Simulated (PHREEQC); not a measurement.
Solution (20 °C): 0.0026 mol/kgw Al(NO3)3, 0.00062 mol/kgw Li2SO4 and 0.15 mol/kgw KNO3. Closed to the air; pH follows from the charge balance.

All values are PHREEQC results (ion-association model, wateq4f.dat), not measurements.

Each row changes one thing in this solution. Precipitation was switched off in this run.

```
case                                              pH  SO4-2 (mol/kgw)  HSO4- (mol/kgw)  LiSO4- (mol/kgw)
----------------------------------------------  ----  ---------------  ---------------  ----------------
as made                                         4.11         0.000360          1.04e-6           6.27e-7
KNO3 replaced by Mn(NO3)2 at the same molality  4.13         0.000258          5.33e-7           3.12e-7
diluted 2-fold with water                       4.22         0.000202          5.31e-7           2.21e-7
diluted 100-fold with water                     4.91          5.98e-6          5.62e-9          2.71e-10
Al(NO3)3 left out                               7.07         0.000476          1.55e-9           8.55e-7
```

Species that the database lacks are ignored. Some of these states are supersaturated (in Basaluminite, Gibbsite (slow to form), Boehmite (slow to form), for instance).
